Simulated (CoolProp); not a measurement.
Vapour-liquid equilibrium of hexamethyldisiloxane (MM) (1) + toluene (2) at 378.2 K; x and y are mole fractions of (1).

Values from CoolProp's multi-fluid Helmholtz-energy mixture model, Thol 2016 and Lemmon 2006; pair parameters Bell 2016.

Q: Give the bubble pressure and the first vapour's composition at x = 0.45, 0.65, 0.85. Is there an azeotrope?

A: x = 0.45: 0.1059 MPa, y = 0.529; x = 0.65: 0.1112 MPa, y = 0.697; x = 0.85: 0.1145 MPa, y = 0.862. No azeotrope shows between x = 0.05 and 0.95.

The pair parameters rest on a limited set of measurements; away from them the model extrapolates.
